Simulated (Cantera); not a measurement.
Charge: 1 mol Pb, 0.012 mol O2, 74 mol N2, held at 825 °C and 1 atm.

Cantera equilibrium calculation (NASA polynomials, part measured and part estimated; ideal gas, pure solids and liquids). Candidate condensed phases: Pb, PbO, PbO2, Pb3O4; 12 gas species. Mutual solubility and eutectic melting of coexisting phases are not modelled. Rates play no part.

Base state: N2 1.000, Pb 0.000115 (mole fractions); condensed: Pb(l) + PbO(yellow).

Problem. What changes in the equilibrium state with this change: pressure from 1 atm to 28.0 mbar?

Solution. 
```tsv
species	before	after
N2	1.000	0.996
Pb	0.000115	0.00417
PbO	5.79e-6	0.000209
Pb(l), mol	0.967	0.666
PbO(yellow), mol	0.0236	0.00843
```
